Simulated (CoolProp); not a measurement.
Propylene glycol at several states: Z from the reference equation and from simpler models built on Tc = 674.0 K, pc = 7.292 MPa, ω = 0.327; each cubic takes its own stable root.

Computed with CoolProp (reference Helmholtz-energy equation of state, Eisenbach 2021).

| T (K) | p (MPa) | phase | reference | van der Waals | Soave-Redlich-Kwong |
|---|---|---|---|---|---|
| 494.7 | 1.12 | liquid | 0.02415 | 0.8958 | 0.02482 |
| 403.6 | 0.0105 | gas | 0.9966 | 0.9986 | 0.9976 |
| 499.8 | 32.7 | liquid | 0.6734 | 0.9711 | 0.6772 |
| 235.3 | 0.711 | liquid | 0.02561 | 0.03952 | 0.02616 |
| 521.4 | 1.89 | liquid | 0.04008 | 0.8337 | 0.04156 |

At some of these states van der Waals gives the other phase, because its saturation line lies elsewhere.
